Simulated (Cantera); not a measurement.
A perfectly stirred reactor is fed with CO : O₂ : H₂O : N₂ = 0.0072 : 0.037 : 0.0084 : 1 (molar parts), equivalence ratio 0.097, at 5.00 bar; it is held at 1348 K, and followed from long to short residence time.

Computed with Cantera and GRI-Mech 3.0 (53 species, 325 reactions).

**Question.** Predict: x(CO) at τ = 16.0 s; x(O₂) at τ = 16.0 s; x(H₂O) at τ = 16.0 s; x(NO) at τ = 16.0 s; x(OH) at τ = 16.0 s; x(CO) at τ = 55.0 ms; x(O₂) at τ = 55.0 ms; x(H₂O) at τ = 55.0 ms; x(NO) at τ = 55.0 ms; x(OH) at τ = 55.0 ms.

**Answer.** 
| Property | Result |
|---|---|
| x(CO) at τ = 16.0 s | 6.06e-6 |
| x(O₂) at τ = 16.0 s | 0.0318 |
| x(H₂O) at τ = 16.0 s | 0.00801 |
| x(NO) at τ = 16.0 s | 3.05e-7 |
| x(OH) at τ = 16.0 s | 4.94e-6 |
| x(CO) at τ = 55.0 ms | 0.000353 |
| x(O₂) at τ = 55.0 ms | 0.0320 |
| x(H₂O) at τ = 55.0 ms | 0.00799 |
| x(NO) at τ = 55.0 ms | 4.43e-7 |
| x(OH) at τ = 55.0 ms | 2.32e-5 |
